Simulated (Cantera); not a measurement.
Feed: 1 mol (CH3)2SiCl2, 0.023 mol CH4, 110 mol H2, equilibrated at 2123.15 K and 2600 Pa.

Equilibrium computed with Cantera from the NASA thermochemical tables; the gas is ideal and each condensed phase is pure. Candidate condensed phases: C, C6H6, C7H8, C8H18, Si, SiC; 109 gas species. The feed counts by its element totals alone. The tables' values for SiCl are old estimates; treat these amounts as uncertain. Gases not in the tables: Si2H6 and higher silanes. Rates play no part.

Base state: H2 0.959, H 0.0218, HCl 0.0169, C2H2 (acetylene) 0.00159, Si 0.000551, Cl 0.000282, SiCl2 5.25e-5, SiH 4.50e-5 (mole fractions); condensed: C(graphite) + SiC(s).

Question: What changes in the equilibrium state with this change: pressure from 2600 Pa to 10000 Pa?

Answer: 
```tsv
species	before	after
H2	0.959	0.970
HCl	0.0169	0.0172
H	0.0218	0.0112
Si	0.000551	0.000143
CH4	7.46e-6	2.94e-5
SiC2	3.91e-5	1.02e-5
Si2C	2.46e-5	6.40e-6
SiH	4.50e-5	2.31e-5
Cl	0.000282	0.000145
C(graphite), mol	0.732	0.678
SiC(s), mol	0.910	0.969
```

Question: What changes in the equilibrium state with this change: temperature from 2123.15 K to 1823.15 K?

Answer: 
| species | before | after |
|---|---|---|
| H2 | 0.959 | 0.980 |
| HCl | 0.0169 | 0.0174 |
| H | 0.0218 | 0.00266 |
| C2H2 (acetylene) | 0.00159 | 0.000207 |
| SiCl2 | 5.25e-5 | 2.48e-5 |
| SiC2 | 3.91e-5 | 7.59e-8 |
| Si2C | 2.46e-5 | 5.46e-8 |
| C(graphite), mol | 0.732 | 0.977 |
| SiC(s), mol | 0.910 | 0.996 |

Question: What changes in the equilibrium state with this change: pressure from 2600 Pa to 133 Pa?

Answer: 
| species | before | after |
|---|---|---|
| H2 | 0.959 | 0.882 |
| H | 0.0218 | 0.0923 |
| HCl | 0.0169 | 0.0153 |
| Si | 0.000551 | 0.00711 |
| SiC2 | 3.91e-5 | 0.000505 |
| Si2C | 2.46e-5 | 0.000210 |
| Cl | 0.000282 | 0.00117 |
| SiH | 4.50e-5 | 0.000126 |
| C(graphite), mol | 0.732 | 1.52 |
| SiC(s), mol | 0.910 | 0 |
